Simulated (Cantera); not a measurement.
Input: 1 mol SiH₄, 41 mol N₂.

Cantera equilibrium calculation (NASA polynomials, part measured and part estimated; ideal gas, pure solids and liquids). Candidate condensed phases: Si, Si₃N₄; 18 gas species. N₂ is the only nitrogen source here; it is nearly inert below about 1500 K, so the nitride shown seldom forms there in practice. The numbers say what is thermodynamically allowed, not how fast it happens.

What condenses at these points (T in K, P in Pa): (1723, 5); (1423, 350); (1723, 24000); (1348, 24000); (1123, 85)?


```csv
T (K),P in Pa,condensed phases,Si condensed (%)
1723,5,Si,10.7
1423,350,Si₃N₄,100.0
1723,24000,Si₃N₄,100.0
1348,24000,Si₃N₄,100.0
1123,85,Si₃N₄,100.0
```
